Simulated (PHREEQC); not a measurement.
Make-up at 25 °C: 2.8 mol MgCl2 and 0.17 mol H3BO3 per kg of water. Closed to the air; pH follows from the charge balance.

The numbers come from PHREEQC with the Pitzer model, pitzer.dat.

Each row changes one thing in this solution. Precipitation was switched off in this run.

```tsv
case	pH	MgB(OH)4+ (mol/kgw)	B3O3(OH)4- (mol/kgw)	B(OH)4- (mol/kgw)	B4O5(OH)4-2 (mol/kgw)	MgOH+ (mol/kgw)	SI of Bischofite (MgCl2:6H2O)	SI of MgCl2_4H2O (MgCl2:4H2O)
as made	2.98	4.14e-5	3.02e-5	8.07e-6	4.16e-8	3.79e-8	-2.51	-4.64
temperature from 25 to 35 °C	3.04	3.83e-5	3.24e-5	8.86e-6	5.16e-8	(withheld)	-2.50	-4.55
diluted 2-fold with water	4.05	2.08e-5	4.79e-6	9.45e-6	3.27e-9	2.21e-8	-4.25	(withheld)
H3BO3 from 0.17 to 0.34 mol/kgw	2.64	3.89e-5	0.000123	7.59e-6	1.52e-7	1.78e-8	-2.50	-4.62
```

Q: Complete the blanks.

A: 
- temperature from 25 to 35 °C, MgOH+ (mol/kgw): 8.16e-8
- diluted 2-fold with water, SI of MgCl2_4H2O (MgCl2:4H2O): -6.55

In brines, pH and single-ion activities rest on the MacInnes convention.
